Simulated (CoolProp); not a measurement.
Properties of octamethyltrisiloxane (MDM) along the isobar 1.11 MPa.

The numbers come from the reference Helmholtz-energy equation of state, Thol 2017 in CoolProp.

| T (K) | phase | density (kg/m³) | cp (kJ/(kg K)) | expansivity (1/kK) |
|---|---|---|---|---|
| 438.5 | liquid | 663.7 | 2.139 | [?] |
| 444.5 | liquid | 656.0 | 2.156 | 1.976 |
| 450.5 | liquid | 648.1 | 2.173 | [?] |
| 456.5 | liquid | 640.1 | 2.191 | 2.126 |
| 462.5 | liquid | 631.8 | 2.209 | 2.213 |
| 468.5 | liquid | 623.3 | 2.227 | 2.311 |
| 474.5 | liquid | [?] | [?] | 2.421 |
| 480.5 | liquid | 605.4 | 2.267 | 2.546 |
| 486.5 | liquid | [?] | 2.288 | 2.690 |
| 492.5 | liquid | [?] | 2.310 | 2.857 |
| 498.6 | liquid | 575.7 | 2.335 | [?] |
| 504.6 | liquid | 564.9 | 2.361 | 3.292 |
| 510.6 | liquid | 553.3 | 2.391 | 3.581 |
| 516.6 | liquid | 541.0 | 2.425 | 3.944 |
| 522.6 | liquid | 527.6 | 2.466 | 4.419 |

### Question
Fill in the missing entries.

### Answer

- 438.5, expansivity (1/kK): 1.911
- 450.5, expansivity (1/kK): 2.047
- 474.5, density (kg/m³): 614.5
- 474.5, cp (kJ/(kg K)): 2.247
- 486.5, density (kg/m³): 596.0
- 492.5, density (kg/m³): 586.2
- 498.6, expansivity (1/kK): 3.057
